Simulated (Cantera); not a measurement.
## Equilibrium for silicon nitride deposition: SiCl4 + NH3

A closed system holds: 1 mol SiCl4, a varied amount of NH3, equilibrated at 1000 Pa.

Equilibrium computed with Cantera from the NASA thermochemical tables; the gas is ideal and each condensed phase is pure. Candidate condensed phases: NH4Cl, Si, Si3N4; 28 gas species. The tables' values for SiCl3 are old estimates. The numbers say what is thermodynamically allowed, not how fast it happens.

### Question
Map the stable condensed phases over T = 1125, 1150, 1175, 1200, 1225, 1250, 1275, 1300, 1325, 1350, 1375, 1400, 1425 K and n(NH3) in mol = 0.15, 0.23, 0.35, 0.53, 0.8, 1.2, 1.9, 2.8, 4.3, 6.5.

### Answer
```
T in K \ n(NH3) in mol
         0.15 0.23 0.35 0.53  0.8  1.2  1.9  2.8  4.3  6.5
   1425     A    A    A    A    B    B    B    B    B    B
   1400     A    A    A    B    B    B    B    B    B    B
   1375     A    A    B    B    B    B    B    B    B    B
   1350     A    B    B    B    B    B    B    B    B    B
   1325     B    B    B    B    B    B    B    B    B    B
   1300     B    B    B    B    B    B    B    B    B    B
   1275     B    B    B    B    B    B    B    B    B    B
   1250     B    B    B    B    B    B    B    B    B    B
   1225     B    B    B    B    B    B    B    B    B    B
   1200     B    B    B    B    B    B    B    B    B    B
   1175     B    B    B    B    B    B    B    B    B    B
   1150     B    B    B    B    B    B    B    B    B    B
   1125     B    B    B    B    B    B    B    B    B    B
```
A: gas only; B: Si3N4.
